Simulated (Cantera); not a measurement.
Input: 1 mol MgCO₃, 0.14 mol H₂, 5 mol H₂O, held at 1800 °C and 0.100 bar.

Method: chemical equilibrium by Gibbs-energy minimisation in Cantera with the NASA 1993 tables (ideal gas, pure condensed phases). Candidate condensed phases: C, C₆H₆, C₇H₈, C₈H₁₈, H₂O, Mg, MgCO₃, MgO, Mg(OH)₂; 116 gas species. Equilibrium is a limit: real reactors are often held back by kinetics, nucleation or transport.

Base state: H₂O 0.808, CO₂ 0.145, H₂ 0.0184, CO 0.0160, OH 0.00564, O₂ 0.00467, H 0.00113, O 0.000249 (mole fractions); condensed: MgO(s).

Question: What changes in the equilibrium state with this change: temperature from 1800 °C to 1550 °C?

Answer: 
```tsv
species	before	after
H₂O	0.808	0.823
CO₂	0.145	0.153
H₂	0.0184	0.0135
CO	0.0160	0.00984
Mg(OH)₂	5.59e-5	6.80e-6
O	0.000249	6.10e-6
MgOH	1.01e-5	3.16e-7
O₂	0.00467	0.000164
OH	0.00564	0.000674
MgO(s), mol	1.000	1.000
```
